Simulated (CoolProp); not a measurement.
Saturation properties of sulfur dioxide.

The numbers come from the reference Helmholtz-energy equation of state, Gao 2016 in CoolProp.

```tsv
T (K)	p (MPa)	vapour density (kg/m³)
318.8	0.7439	20.10
323.2	0.8426	22.69
327.6	0.9509	25.54
332.1	1.072	28.75
336.5	1.202	32.19
340.9	1.342	35.97
345.4	1.499	40.21
349.8	1.664	44.76
```

It boils at 263.1 K under 1 atm.
